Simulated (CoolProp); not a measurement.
Vapour pressure (MPa) of sulfur hexafluoride: the reference equation beside estimates from Tc = 318.7 K, pc = 3.755 MPa, ω = 0.210. Clausius-Clapeyron is anchored at 232.3 K with a constant enthalpy of vaporisation of 15.61 kJ/mol.

Values from CoolProp's reference Helmholtz-energy equation of state, Guder 2009.

| T (K) | reference | Clausius-Clapeyron | van der Waals | Redlich-Kwong | Soave-Redlich-Kwong |
|---|---|---|---|---|---|
| 228.7 | 0.2861 | 0.2904 | 0.8531 | 0.4033 | 0.2916 |
| 232.3 | 0.3298 | 0.3298 | 0.9220 | 0.4575 | 0.3362 |
| 235.8 | 0.3770 | 0.3718 | 0.9924 | ? | 0.3844 |
| 239.4 | 0.4306 | 0.4191 | ? | 0.5794 | 0.4392 |
| 243 | 0.4898 | 0.4707 | 1.148 | ? | 0.4996 |
| 246.5 | ? | 0.5253 | 1.229 | 0.7224 | 0.5641 |
| 250.1 | 0.6240 | 0.5861 | 1.316 | 0.8036 | 0.6367 |
| 253.6 | ? | 0.6501 | 1.404 | 0.8884 | 0.7138 |
| 257.2 | 0.7839 | 0.7210 | 1.498 | ? | 0.8001 |
| 260.7 | ? | 0.7953 | ? | 1.079 | 0.8911 |

What belongs in the gaps?


- 235.8, Redlich-Kwong: 0.5150
- 239.4, van der Waals: 1.068
- 243, Redlich-Kwong: 0.6491
- 246.5, reference: 0.5529
- 253.6, reference: 0.6995
- 257.2, Redlich-Kwong: 0.9819
- 260.7, reference: 0.8730
- 260.7, van der Waals: 1.594

Absolute difference from the reference over all 10 rows, mean and median: Clausius-Clapeyron 4.5 and 4.4 %, van der Waals 133.1 and 128.3 %, Redlich-Kwong 31.9 and 31.6 %, Soave-Redlich-Kwong 2.0 and 2.0 %.
